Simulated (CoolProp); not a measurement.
Properties of R123 at several states.

Computed with CoolProp (reference Helmholtz-energy equation of state, Younglove 1994). It is a modified Benedict-Webb-Rubin equation, recast in Helmholtz form.

| T (K) | p (MPa) | phase | density (kg/m³) | cp (kJ/(kg K)) | cv (kJ/(kg K)) | speed of sound (m/s) | Joule-Thomson coefficient (K/MPa) |
|---|---|---|---|---|---|---|---|
| 443.9 | 11.8 | liquid | 1109 | (withheld) | 0.8267 | 356.5 | (withheld) |
| 241 | 0.114 | liquid | 1602 | 0.9555 | (withheld) | 931.8 | (withheld) |
| 425.8 | 21.8 | liquid | 1236 | 1.091 | (withheld) | 493.6 | -0.1393 |

Problem. Some entries are withheld; supply them.

Solution. 
- 443.9, cp (kJ/(kg K)): 1.178
- 443.9, Joule-Thomson coefficient (K/MPa): 0.2461
- 241, cv (kJ/(kg K)): 0.6582
- 241, Joule-Thomson coefficient (K/MPa): -0.4271
- 425.8, cv (kJ/(kg K)): 0.8105
